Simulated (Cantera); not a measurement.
A freely propagating, adiabatic, planar premixed flame of H₂ : O₂ : N₂ = 1 : 0.962 : 3.62 (molar parts), equivalence ratio 0.52, unburnt at 600 K and 8.09 atm; mixture-averaged transport, grid criteria slope 0.08 and curve 0.16, no radiation.

Cantera simulation using the H2/O2 subset of GRI-Mech 3.0, which has no nitrogen chemistry; the numbers are that mechanism's predictions, not measurements. The hydrogen kinetics of GRI-Mech 3.0 are dated; newer H2 mechanisms differ, most at raised pressure. Burning velocities carry a grid error of a few per cent, more on coarse grids. Lean hydrogen flames are cellular in practice and burn faster than this planar one.

Q: How do the results move with these cheaper or finer settings: unity-Lewis-number transport; multicomponent transport; multicomponent+Soret transport; grid criteria slope 0.5, curve 1; grid criteria slope 0.25, curve 0.5; grid criteria slope 0.03, curve 0.06?

A: 
```tsv
setting	laminar burning velocity	thermal thickness	peak x(HO₂)	peak x(H₂O₂)	grid points
as above	104 cm/s	0.0511 mm	0.000716	0.000272	109
unity-Lewis-number transport	213 cm/s	0.0292 mm	0.000779	0.000110	112
multicomponent transport	107 cm/s	0.0501 mm	0.000721	0.000268	110
multicomponent+Soret transport	100 cm/s	0.0516 mm	0.000688	0.000265	109
grid criteria slope 0.5, curve 1	102 cm/s	0.0621 mm	0.000642	0.000254	33
grid criteria slope 0.25, curve 0.5	104 cm/s	0.0539 mm	0.000693	0.000285	52
grid criteria slope 0.03, curve 0.06	108 cm/s	0.0487 mm	0.000739	0.000265	249
```
Unity Lewis numbers drop preferential diffusion, which matters most where H2 and H carry the flame; Soret adds thermal diffusion.
